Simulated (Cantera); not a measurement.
Feed: 1 mol Si, 2.3 mol HCl, 6.1 mol H₂, at 113 Torr.

These are equilibrium values from Cantera (NASA tables, ideal gas, pure condensed phases), not measurements of a reactor. Candidate condensed phases: Si; 19 gas species. Rates play no part.

Task: At 575 K, list the 5 most abundant gas species with their mole fractions, and the condensed phases.

Result: H₂ 0.919, SiCl₄ 0.0538, SiHCl₃ 0.0265, SiH₂Cl₂ 0.000601, HCl 2.78e-5. Condensed: Si(s).
